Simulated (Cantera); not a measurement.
Feed: 1 mol SiCl4, 0.71 mol HCl, 5.1 mol H2, held at 352 °C and 0.133 bar.

Method: chemical equilibrium by Gibbs-energy minimisation in Cantera with the NASA 1993 tables (ideal gas, pure condensed phases). Candidate condensed phases: Si; 19 gas species. Equilibrium is a limit: real reactors are often held back by kinetics, nucleation or transport.

Base state: H2 0.749, SiCl4 0.147, HCl 0.104, SiHCl3 5.09e-5 (mole fractions); condensed: gas only.

Problem. What changes in the equilibrium state with this change: temperature from 352 °C to 750 °C?

Solution. 
```csv
species,before,after
H2,0.749,0.741
SiCl4,0.147,0.138
HCl,0.104,0.113
SiCl3,1.21e-9,0.000571
SiCl2,<1e-9,4.96e-5
```
The tables' values for SiCl3 are old estimates; treat these amounts as uncertain.
